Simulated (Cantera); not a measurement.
Source: NASA polynomial tables (part measured, part estimated), evaluated in Cantera. Values are per mole of reaction as written; species without (g) are pure solids or liquids, kept so even where they would boil at 1 bar.

2 CF2(g) + F2(g) → 2 CF3(g)

```
T (K)  ΔH° (kJ)  ΔS° (J/K)  ΔG° (kJ)  log10 K
-----  --------  ---------  --------  -------
300      -576.6     -154.3    -530.3    92.33
2200          ?          ?         ?        ?
2250     -564.2     -147.1    -233.3     5.42
2300          ?          ?         ?        ?
2350          ?          ?         ?        ?
2400     -562.8     -146.4    -211.3     4.60
2450          ?          ?         ?        ?
```

Task: Fill in the missing entries.

Result: 
- 2200, ΔH° (kJ): -564.7
- 2200, ΔS° (J/K): -147.3
- 2200, ΔG° (kJ): -240.7
- 2200, log10 K: 5.71
- 2300, ΔH° (kJ): -563.7
- 2300, ΔS° (J/K): -146.9
- 2300, ΔG° (kJ): -226.0
- 2300, log10 K: 5.13
- 2350, ΔH° (kJ): -563.2
- 2350, ΔS° (J/K): -146.6
- 2350, ΔG° (kJ): -218.6
- 2350, log10 K: 4.86
- 2450, ΔH° (kJ): -562.3
- 2450, ΔS° (J/K): -146.2
- 2450, ΔG° (kJ): -204.0
- 2450, log10 K: 4.35
